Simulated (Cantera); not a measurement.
Cantera with NASA thermochemical tables; ideal gases at 1 bar, condensed phases pure. Values are per mole of reaction as written; species without (g) are pure solids or liquids, kept so even where they would boil at 1 bar.

Task: Between 300 and 2048 K, where is each reaction favourable under standard conditions?
- 2 Cl(g) + SiH₄(g) → HCl(g) + SiH₃Cl(g)

Result: 
- 2 Cl(g) + SiH₄(g) → HCl(g) + SiH₃Cl(g): ΔG° is -482 kJ at 300 K and -296 kJ at 2048 K; it stays negative (K > 1). ΔH° is -523 kJ and ΔS° -111 J/K at 2048 K.
